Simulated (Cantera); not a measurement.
Input (Python, Cantera) and output of one run.

```python
import numpy as np
import cantera as ct

gas_names = """
    Mg MgN MgO MgS Mg2 N NO NO2 NO3 N2 N2O O O2 O3 S SN SO SO2 SO3 S2 S2O S8
""".split()
cond_names = """
    Mg(cr) Mg(L) MgO(s) MgO(L) MgS(s) MgSO4(s) MgSO4(L) S(cr1) S(cr2) S(L)
""".split()


# ... load() reads the species with a 1 bar reference pressure and builds the phases ...
atoms = {
    'MgO': {'Mg': 1, 'O': 1},
    'SO2': {'S': 1, 'O': 2},
    'N2': {'N': 2},
}
top_T = {'MgS(s)': 2250}  # K; cautious upper limits of use, not melting points


# ... equilibrate(T, P, feed) seeds the gas with the atoms and calls Mixture.equilibrate('TP', solver="vcs", rtol=1e-11, max_steps=5000) ...
results = []
feed = {'MgO': 1, 'SO2': 1.3, 'N2': 0.98}  # mol
T = 1025  # K
for P in [1000, 4600, 21000, 96000, 440000, 2000000]:
    mix = equilibrate(T, P, feed)
    results.append((T, P, feed, dict(zip(mix.species_names, mix.species_moles))))
    x = sorted(zip(gas.X, gas.species_names), reverse=True)
    print(f"T = {T:g} K  P = {P:g} Pa  gas = {mix.phase_moles(0):.4g} mol")
    print("   x: " + "  ".join(f"{s} {v:.3e}" for v, s in x if v > 1e-05))
    print("   condensed (mol): " + ("  ".join(f"{mix.phase(i).name} {mix.phase_moles(i):.4g}"
          for i in range(1, mix.n_phases) if mix.phase_moles(i) > 1e-12) or "none"))
```

Result:

```
T = 1025 K  P = 1000 Pa  gas = 2.28 mol
   x: SO2 5.702e-01  N2 4.298e-01
   condensed (mol): MgO(s) 1
T = 1025 K  P = 4600 Pa  gas = 2.28 mol
   x: SO2 5.702e-01  N2 4.298e-01
   condensed (mol): MgO(s) 1
T = 1025 K  P = 21000 Pa  gas = 2.28 mol
   x: SO2 5.702e-01  N2 4.298e-01
   condensed (mol): MgO(s) 1
T = 1025 K  P = 96000 Pa  gas = 2.28 mol
   x: SO2 5.702e-01  N2 4.298e-01
   condensed (mol): MgO(s) 1
T = 1025 K  P = 440000 Pa  gas = 2.28 mol
   x: SO2 5.702e-01  N2 4.298e-01
   condensed (mol): MgO(s) 1
T = 1025 K  P = 2e+06 Pa  gas = 2.278 mol
   x: SO2 5.695e-01  N2 4.303e-01  S2 1.266e-04  S2O 1.097e-04
   condensed (mol): MgO(s) 0.9981  MgSO4(s) 0.00191
```

These are equilibrium values from Cantera (NASA tables, ideal gas, pure condensed phases), not measurements of a reactor. Mutual solubility and eutectic melting of coexisting phases are not modelled. Gases not in the tables: S3 to S7.
